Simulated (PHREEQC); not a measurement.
0.21 g of hydrous ferric oxide (600 m²/g; 0.2 weak and 0.005 strong sites per Fe, Dzombak-Morel constants, diffuse double layer) in 1 kg of water with 0.005 mol/kgw of an inert sodium salt and 0.01 mmol/kgw CaCl2, 0.053 mmol/kgw PbCl2 and 0.062 mmol/kgw Ag2SO4, at 25 °C; the pH is set by adding NaOH or the inert anion's acid. Oxygen is held at 0.21 atm. CO2 from the air is kept out. Nothing may precipitate in this run.

Base run: PHREEQC, ion-association model, wateq4f.dat. Each further column changes one thing. The table gives S sorbed (%).

| pH | base | no electrostatic term (-no_edl) | background salt from 0.005 to 0.0005 mol/kgw | oxide from 0.21 to 1.1 g/kgw | 0.00029 mol/kgw ZnCl2 added |
|---|---|---|---|---|---|
| 4 | 99.9 | 0.1 | 100.0 | 100.0 | 99.9 |
| 4.5 | 99.7 | 0.1 | 99.9 | 100.0 | 99.7 |
| 5 | 98.7 | 0.1 | 99.5 | 99.9 | 98.6 |
| 5.5 | 94.3 | 0.1 | 97.2 | 99.7 | 93.7 |
| 6 | 79.9 | 0.1 | ? | 98.0 | 79.9 |
| 6.5 | 52.6 | 0.1 | 60.8 | 88.0 | ? |
| 7.5 | 4.9 | 0.2 | 6.4 | ? | 30.8 |
| 8 | 0.6 | 0.2 | 0.8 | 1.7 | 14.6 |
| 8.5 | 0.1 | 0.1 | 0.1 | 0.2 | 4.3 |
| 9 | 0.0 | 0.1 | 0.0 | 0.0 | 0.7 |
| 9.5 | 0.0 | 0.0 | 0.0 | 0.0 | 0.1 |
| 10 | 0.0 | 0.0 | 0.0 | 0.0 | 0.0 |

Task: Fill in the missing entries.

Result: 
- 6, background salt from 0.005 to 0.0005 mol/kgw: 86.8
- 6.5, 0.00029 mol/kgw ZnCl2 added: 61.0
- 7.5, oxide from 0.21 to 1.1 g/kgw: 12.7

In at least one series the solution becomes supersaturated in solids that the run did not let form, among them Cerargyrite.
